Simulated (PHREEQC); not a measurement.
**Reverse-osmosis permeate**

A made-up water analysis in mmol/kgw, 90 °C, pH 6.57, pe 8.7:

| constituent | mmol/kgw |
|---|---|
| Na | 0.105 |
| K | 0.000491 |
| Ca | 0.262 |
| Mg | 0.0388 |
| Cl | 0.109 |
| S(6) | 0.215 |
| Alkalinity (meq/kgw) | 0.177 |
| Ba | 0.00239 |
| Sr | 0.00409 |

Valence states are taken as typed.

Model: ion-association model, phreeqc.dat, run in PHREEQC.

```
Quantity                        Value
--------------------  ---------------
ionic strength        0.00118 mol/kgw
specific conductance        237 µS/cm
charge-balance error            0.3 %
```

```json
[
 {"species": "Ca+2", "molality": "0.000252", "activity": "0.000211", "log γ": "-0.076"},
 {"species": "SO4-2", "molality": "0.000201", "activity": "0.000168", "log γ": "-0.076"},
 {"species": "HCO3-", "molality": "0.000174", "activity": "0.000167", "log γ": "-0.019"},
 {"species": "Cl-", "molality": "0.000109", "activity": "0.000104", "log γ": "-0.019"},
 {"species": "CO2", "molality": "0.000107", "activity": "0.000107", "log γ": "0.000"},
 {"species": "Na+", "molality": "0.000105", "activity": "0.000100", "log γ": "-0.019"},
 {"species": "Mg+2", "molality": "3.42e-5", "activity": "2.87e-5", "log γ": "-0.075"},
 {"species": "CaSO4", "molality": "9.44e-6", "activity": "9.44e-6", "log γ": "0.000"},
 {"species": "MgSO4", "molality": "4.48e-6", "activity": "4.48e-6", "log γ": "0.000"},
 {"species": "Sr+2", "molality": "3.81e-6", "activity": "3.20e-6", "log γ": "-0.076"},
 {"species": "Ba+2", "molality": "2.21e-6", "activity": "1.85e-6", "log γ": "-0.077"},
 {"species": "OH-", "molality": "1.53e-6", "activity": "1.46e-6", "log γ": "-0.019"},
 {"species": "CaHCO3+", "molality": "7.51e-7", "activity": "7.19e-7", "log γ": "-0.019"},
 {"species": "K+", "molality": "4.90e-7", "activity": "4.68e-7", "log γ": "-0.019"}
]
```

No solid was allowed to form. Complexes and solids missing from the database can't appear. At this temperature some constants are extrapolated from 25 °C, and those without enthalpy data are left unchanged.
